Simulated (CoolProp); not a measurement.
Model: reference Helmholtz-energy equation of state, Lemmon and Jacobsen 2000, in CoolProp.

Q: For R143a, give the phase and the Joule-Thomson coefficient (K/MPa), viscosity (µPa s), conductivity (mW/(m K)), fugacity coefficient at 302.5 K and 1.71 MPa; 302.5 K and 5.13 MPa.

A: 
- 302.5 K and 1.71 MPa: liquid; Joule-Thomson coefficient 0.368, viscosity 108, conductivity 69.1, fugacity coefficient 0.653
- 302.5 K and 5.13 MPa: liquid; Joule-Thomson coefficient 0.144, viscosity 116, conductivity 72.9, fugacity coefficient 0.246

Viscosity comes from a separate model (Klein 1997), an estimate that may be off by 10 % or more. Thermal conductivity comes from a separate model (McLinden 2000), an estimate that may be off by 10 % or more.
